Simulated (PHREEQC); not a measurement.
A made-up water analysis in mmol/kgw, 25 °C, pH 7.95: Na 185; K 21.1; Ca 3.53; Mg 35.1; Cl 253; S(6) 23.4; Alkalinity (meq/kgw) 0.577; B 1.21.

Cl is adjusted to close the charge balance.
Valence states are taken as typed.

Model: Pitzer model, pitzer.dat, run in PHREEQC.

Q: The ionic strength comes out as 0.345 mol/kgw. What activity coefficients do MgOH+, Cl-, SO4-2, HCO3-, Ca+2 get?

A: MgOH+ 0.88, Cl- 0.68, SO4-2 0.15, HCO3- 0.69, Ca+2 0.24. Single-ion values are on the MacInnes scale.

No solid was allowed to form.
